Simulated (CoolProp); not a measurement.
Propylene along the isobar 23.6 MPa: density (kg/m³) from the reference equation and from simpler models built on Tc = 364.2 K, pc = 4.555 MPa, ω = 0.146; each cubic takes its own stable root.

The numbers come from the reference Helmholtz-energy equation of state, Lemmon 2013 in CoolProp.

| T (K) | phase | reference |
|---|---|---|
| 219.7 | liquid | 638.7 |
| 243.5 | liquid | 614.1 |
| 267.4 | liquid | 588.9 |
| 291.2 | liquid | 563.1 |
| 315.1 | liquid | 536.2 |
| 338.9 | liquid | 508.3 |
| 362.8 | liquid | 479.1 |
| 386.7 | supercritical | 448.6 |
| 410.5 | supercritical | 417.2 |
| 434.4 | supercritical | 385.1 |
| 458.2 | supercritical | 353.4 |
| 482.1 | supercritical | 323.3 |
| 505.9 | supercritical | 295.9 |
| 529.8 | supercritical | 271.7 |
| 553.6 | supercritical | 250.9 |

Question: How far does each simpler model (van der Waals, Redlich-Kwong) lie from the reference over these 15 states: mean and median of the absolute difference, and the worst?

Answer: 
- van der Waals: mean 21.2 %, median 24.2 %, worst -34.1 % at 219.7 K and 23.6 MPa
- Redlich-Kwong: mean 4.1 %, median 5.4 %, worst -5.8 % at 219.7 K and 23.6 MPa
